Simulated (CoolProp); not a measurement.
Vapour-liquid equilibrium of o-xylene (1) + n-nonane (2) at 275.65 °C; x and y are mole fractions of (1).

Computed with CoolProp (multi-fluid Helmholtz-energy mixture model, Zhou 2012 and Lemmon 2006; pair parameters Bell 2016).

Give the bubble pressure and the first vapour's composition at x = 0.275, 0.425, 0.575. Is there an azeotrope?

x = 0.275: 1249 kPa, y = 0.294; x = 0.425: 1276 kPa, y = 0.444; x = 0.575: 1295 kPa, y = 0.588. y crosses x between x = 0.8 and 0.875: the model has an azeotrope there.

Pair parameters are fitted to limited data, so mixtures are less certain than the pure fluids.
